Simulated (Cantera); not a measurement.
Input: 1 mol C2H2, 0.01 mol O2, 31 mol N2, 0.00056 mol NH3, equilibrated at 0.00290 bar.

Cantera equilibrium calculation (NASA polynomials, part measured and part estimated; ideal gas, pure solids and liquids). Candidate condensed phases: C, C6H6, C7H8, C8H18, H2O; 136 gas species. Equilibrium is a limit: real reactors are often held back by kinetics, nucleation or transport.

Q: What share of the C ends up in condensed phases as a function of T (K), at 1275, 1375, 1475, 1575, 1675, 1775, 1875, 1975, 2075, 2175, 2275, 2375?

A: 
```
T (K)  C condensed (%)           as
-----  ---------------  -----------
1275              99.0  C(graphite)
1375              98.9  C(graphite)
1475              98.8  C(graphite)
1575              98.5  C(graphite)
1675              98.1  C(graphite)
1775              97.4  C(graphite)
1875              96.5  C(graphite)
1975              95.2  C(graphite)
2075              93.6  C(graphite)
2175              91.7  C(graphite)
2275              89.6  C(graphite)
2375              87.4  C(graphite)
```
